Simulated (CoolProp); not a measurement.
Model: reference Helmholtz-energy equation of state, Gao 2022, in CoolProp.

### Question
For n-perfluorohexane, give the phase and the speed of sound (m/s), expansivity (1/kK), fugacity coefficient at 450 K and 2.18 MPa; 450 K and 3.05 MPa; 450 K and 3.92 MPa.

### Answer
- 450 K and 2.18 MPa: supercritical; speed of sound 81.5, expansivity 17.6, fugacity coefficient 0.554
- 450 K and 3.05 MPa: supercritical; speed of sound 127, expansivity 7.66, fugacity coefficient 0.428
- 450 K and 3.92 MPa: supercritical; speed of sound 157, expansivity 5.48, fugacity coefficient 0.357
